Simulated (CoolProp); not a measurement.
Saturation properties of isopentane.

Computed with CoolProp (reference Helmholtz-energy equation of state, Lemmon 2006). It is a short technical equation, of lower accuracy than the large ones.

```
T (K)   p (MPa)  liquid density (kg/m³)  vapour density (kg/m³)
-----  --------  ----------------------  ----------------------
231.1  0.003776                   679.1                  0.1424
234    0.004534                   676.4                  0.1689
236.9  0.005415                   673.8                  0.1994
239.8  0.006434                   671.1                  0.2343
242.7  0.007609                   668.4                  0.2739
245.6  0.008957                   665.7                  0.3189
248.5   0.01050                   663.1                  0.3698
251.3   0.01218                   660.4                  0.4249
254.2   0.01416                   657.7                  0.4887
257.1   0.01640                   655.0                  0.5601
```

It boils at 301.0 K under 1 atm.
